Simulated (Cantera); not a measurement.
A perfectly stirred reactor is fed with 4.85 % C2H6, 17.0 % O2, 64.1 % N2, 14.1 % H2O, at 101000 Pa; it is adiabatic with a 400 K inlet, and is followed from long to short residence time, starting on the burning branch (τ in s: 0.27, 0.088, 0.029, 0.0093, 0.003, 0.00099, 0.00032, 0.0001, 3.4e-05).

Model: GRI-Mech 3.0 (53 species, 325 reactions), integrated in Cantera.

x: mole fraction; the columns are a selection and need not sum to one.

```
τ (s)    T (K)   x C2H6     x O2  x H2O    x HO2     x OH    x N2O
-------  -----  -------  -------  -----  -------  -------  -------
0.27      2081  1.60e-7  0.00408  0.273  4.77e-7  0.00234  6.87e-8
0.088     2063  4.61e-7  0.00516  0.271  7.47e-7  0.00285  8.03e-8
0.029     2035  1.26e-6  0.00677  0.269  1.29e-6  0.00358  9.08e-8
0.0093    1994  3.37e-6  0.00901  0.265  2.34e-6  0.00451  9.63e-8
0.0030    1941        ?        ?  0.260        ?        ?  9.62e-8
0.00099   1877  2.29e-5   0.0153  0.255  6.92e-6  0.00606  9.25e-8
0.00032   1798  7.01e-5   0.0205  0.250  1.24e-5  0.00590  8.59e-8
0.00010    400   0.0485    0.170  0.141   <1e-12   <1e-12   <1e-12
3.4e-5     400   0.0485    0.170  0.141   <1e-12   <1e-12   <1e-12
```

Q: What belongs in the gaps?

A: 
- 0.0030, x C2H6: 8.75e-6
- 0.0030, x O2: 0.0118
- 0.0030, x HO2: 4.11e-6
- 0.0030, x OH: 0.00543
